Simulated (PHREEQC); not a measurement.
1 kg of water holding 8.5 mmol/kgw MgSO4, 15 mmol/kgw Na2SO4, 21 mmol/kgw NaCl and 150 mmol/kgw K2SO4 is evaporated at 25 °C; the solids stay in contact with the brine. CO2 from the air is kept out. The run lets Arcanite, Bischofite, Bloedite, Brucite, Carnallite, Epsomite, Glaserite, Halite, Hexahydrite, Kainite, Kieserite, Leonite, Mirabilite, Misenite, Schoenite, Sylvite, Thenardite, MgCl2_4H2O precipitate or redissolve, and no other solid.

The numbers come from PHREEQC with the Pitzer model, pitzer.dat.

**Question.** Predict ionic strength, Arcanite (mol) at water left (kg) = 0.8219, 0.1156, 0.07809, 0.02407, 0.01337.

**Answer.** 
```csv
water left (kg),ionic strength,Arcanite (mol)
0.8219,0.669,0
0.1156,2.92,0.0710
0.07809,3.39,0.0952
0.02407,5.05,0.0983
0.01337,5.89,0.0858
```

Species that the database lacks are ignored.
